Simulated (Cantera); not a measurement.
An adiabatic, constant-volume homogeneous reactor starts with C₂H₄ : O₂ : N₂ : CO₂ = 1 : 5.08 : 20.3 : 4.5 (molar parts), at 1725 K and 29.0 bar. Integrator tolerance rtol = 1e-08.

Cantera simulation using GRI-Mech 3.0 (53 species, 325 reactions); the numbers are that mechanism's predictions, not measurements. GRI-Mech 3.0 was tuned for natural gas; its chemistry of ethylene as a main component is partial and can be far from experiment. The pressure lies above the range GRI-Mech 3.0 was tuned for (to about 10 atm).

What does this change do: pressure from 29.0 bar to 1.00 bar?


```json
[
 {"quantity": "time of steepest temperature rise", "before": "1.24 µs", "after": "20.2 µs"},
 {"quantity": "temperature at 0.600 s", "before": "2765 K", "after": "2592 K"},
 {"quantity": "equilibrium temperature", "before": "2765 K", "after": "2592 K"},
 {"quantity": "x(C₂H₄) at 0.600 s", "before": "<1e-12 (gas-phase equilibrium <1e-12)", "after": "<1e-12 (gas-phase equilibrium <1e-12)"},
 {"quantity": "x(O₂) at 0.600 s", "before": "0.0631 (gas-phase equilibrium 0.0631)", "after": "0.0707 (gas-phase equilibrium 0.0707)"},
 {"quantity": "x(CO₂) at 0.600 s", "before": "0.193 (gas-phase equilibrium 0.193)", "after": "0.174 (gas-phase equilibrium 0.174)"},
 {"quantity": "x(OH) at 0.600 s", "before": "0.00671 (gas-phase equilibrium 0.00671)", "after": "0.00981 (gas-phase equilibrium 0.00981)"},
 {"quantity": "x(H₂) at 0.600 s", "before": "0.000666 (gas-phase equilibrium 0.000666)", "after": "0.00157 (gas-phase equilibrium 0.00157)"}
]
```
